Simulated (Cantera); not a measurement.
Input (Python, Cantera) and output of one run.

```python
import numpy as np
import cantera as ct

gas_names = """
    H HO2 H2 H2O H2O2 Li LiH LiO LiOH Li2 Li2O Li2O2 Li2O2H2 O OH O2 O3
""".split()
cond_names = """
    H2O(s) H2O(L) Li(cr) Li(L) LiH(s) LiH(L) LiOH(s) LiOH(L) Li2O(s) Li2O(L)
""".split()


# ... load() reads the species with a 1 bar reference pressure and builds the phases ...
atoms = {
    'LiOH': {'Li': 1, 'O': 1, 'H': 1},
    'H2O': {'H': 2, 'O': 1},
}
top_T = {}  # K; cautious upper limits of use, not melting points


# ... equilibrate(T, P, feed) seeds the gas with the atoms and calls Mixture.equilibrate('TP', solver="vcs", rtol=1e-11, max_steps=5000) ...
results = []
feed = {'LiOH': 1, 'H2O': 0.35}  # mol
P = 133.322  # Pa
for T in [975, 1025, 1075, 1125, 1175, 1225, 1275, 1325, 1375, 1425, 1475, 1525, 1575, 1625]:
    mix = equilibrate(T, P, feed)
    results.append((T, P, feed, dict(zip(mix.species_names, mix.species_moles))))

top = {s: max(r[3][s] / sum(r[3][g] for g in gas_names) for r in results) for s in gas_names}
cols = sorted((s for s in top if top[s] > 1e-06), key=lambda s: -top[s])[:9]
seen = [c for c in cond_names if any(r[3].get(c, 0) > 1e-12 for r in results)]
print("log10 of partial pressures in bar; condensed amounts in mol")
print(f"{'T/K':>10s}" + "".join(f"{s[:9]:>10s}" for s in cols + seen))
for T, P, feed, n in results:
    ng = sum(n[g] for g in gas_names)
    print(f"{T:10.4g}" + "".join(f"{np.log10(max(n[s] / ng * P / 1e5, 1e-99)):10.3f}" for s in cols)
          + "".join(f"{n.get(c, 0):10.4g}" for c in seen))
```

Output:

```
log10 of partial pressures in bar; condensed amounts in mol
       T/K       H2O      LiOH        Li      Li2O        O2        H2        OH   Li2O2H2       LiO   Li2O(s)
       975    -2.875    -6.349   -13.497   -13.463    -9.050    -8.741   -10.188    -7.955   -15.623    0.4999
      1025    -2.876    -5.860   -12.410   -12.345    -8.619    -8.309    -9.656    -7.625   -14.520    0.4995
      1075    -2.876    -5.428   -11.436   -11.354    -8.229    -7.916    -9.173    -7.349   -13.531    0.4988
      1125    -2.878    -5.036   -10.550   -10.454    -7.874    -7.559    -8.734    -7.100   -12.632     0.497
      1175    -2.882    -4.679    -9.741    -9.634    -7.551    -7.233    -8.334    -6.877   -11.812    0.4932
      1225    -2.890    -4.355    -8.999    -8.883    -7.256    -6.937    -7.969    -6.678   -11.060    0.4856
      1275    -2.905    -4.061    -8.315    -8.194    -6.988    -6.669    -7.637    -6.504   -10.370    0.4712
      1325    -2.931    -3.797    -7.683    -7.560    -6.746    -6.430    -7.338    -6.358    -9.735    0.4455
      1375    -2.976    -3.563    -7.096    -6.974    -6.528    -6.226    -7.073    -6.245    -9.149    0.4022
      1425    -3.048    -3.361    -6.550    -6.431    -6.331    -6.064    -6.842    -6.171    -8.607    0.3332
      1475    -3.160    -3.197    -6.044    -5.927    -6.143    -5.959    -6.649    -6.149    -8.101    0.2311
      1525    -3.321    -3.072    -5.579    -5.458    -5.937    -5.933    -6.489    -6.187    -7.622    0.0962
      1575    -3.452    -3.016    -5.225    -5.160    -5.704    -5.908    -6.319    -6.342    -7.235         0
      1625    -3.451    -3.020    -5.006    -5.117    -5.504    -5.752    -6.102    -6.601    -6.994         0
```

These are equilibrium values from Cantera (NASA tables, ideal gas, pure condensed phases), not measurements of a reactor.
